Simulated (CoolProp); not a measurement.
Saturation properties of octamethyltrisiloxane (MDM).

The numbers come from the reference Helmholtz-energy equation of state, Thol 2017 in CoolProp.

| T (K) | p (MPa) | liquid density (kg/m³) | vapour density (kg/m³) | liquid cp (kJ/(kg K)) | surface tension (mN/m) |
|---|---|---|---|---|---|
| 323 | 0.002169 | 790.0 | 0.1918 | 1.842 | 14.4 |
| 330.3 | 0.003165 | 782.5 | 0.2742 | 1.860 | 13.7 |
| 337.7 | 0.004544 | 774.8 | 0.3857 | 1.879 | 13.1 |
| 345 | 0.006367 | 767.1 | 0.5301 | 1.897 | 12.5 |
| 352.4 | 0.008797 | 759.3 | 0.7190 | 1.916 | 11.9 |
| 359.7 | 0.01190 | 751.4 | 0.9559 | 1.935 | 11.3 |
| 367.1 | 0.01591 | 743.4 | 1.257 | 1.954 | 10.7 |
| 374.5 | 0.02096 | 735.3 | 1.631 | 1.974 | 10.1 |
| 381.8 | 0.02714 | 727.1 | 2.082 | [?] | 9.54 |
| 389.2 | 0.03482 | 718.7 | 2.636 | 2.012 | 8.98 |
| 396.5 | 0.04401 | 710.3 | 3.292 | [?] | 8.43 |
| 403.9 | 0.05519 | 701.6 | 4.083 | 2.052 | 7.89 |
| 411.3 | 0.06850 | [?] | 5.019 | 2.072 | 7.37 |

**Question.** Fill in the missing entries.

**Answer.** 
- 381.8, liquid cp (kJ/(kg K)): 1.993
- 396.5, liquid cp (kJ/(kg K)): 2.032
- 411.3, liquid density (kg/m³): 692.8

It boils at 425.6 K under 1 atm.

Surface tension comes from a separate correlation (Mulero 2014), older than this fluid's equation and unchecked against measurements.
